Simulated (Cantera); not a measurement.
Feed: 1 mol Si2H6, 4.8 mol H2, a varied amount of HCl, held at 1148 K and 0.540 bar.

Equilibrium computed with Cantera from the NASA thermochemical tables; the gas is ideal and each condensed phase is pure. Candidate condensed phases: Si; 19 gas species. The feed counts by its element totals alone. The tables' values for SiCl3 are old estimates; treat these amounts as uncertain. Kinetics and transport are ignored.

x: gas mole fraction; n: condensed amount in mol.

```tsv
n(HCl) (mol)	x H2	x HCl	x SiCl4	x SiHCl3	x SiCl2	x SiCl3	x SiH2Cl2	n Si(s)
0.15	0.986	0.0117	0.000629	0.00106	0.000306	0.000132	0.000224	1.98
0.32	0.976	0.0167	0.00261	0.00307	0.000625	0.000385	0.000452	1.94
0.48	0.969	0.0194	0.00491	0.00491	0.000856	0.000617	0.000614	1.90
0.65	0.961	0.0216	0.00753	0.00674	0.00106	0.000851	0.000756	1.86
0.81	0.955	0.0231	(withheld)	(withheld)	(withheld)	0.00106	(withheld)	1.82
0.98	0.949	0.0245	(withheld)	(withheld)	0.00138	0.00127	0.000974	1.77
1.1	0.945	0.0253	0.0148	0.0111	0.00149	0.00141	0.00104	1.74
```

Problem. Fill in the missing entries.

Solution. 
- 0.98, x SiCl4: 0.0128
- 0.98, x SiHCl3: 0.00999
- 0.81, x SiCl4: 0.0101
- 0.81, x SiHCl3: 0.00836
- 0.81, x SiCl2: 0.00123
- 0.81, x SiH2Cl2: 0.000869
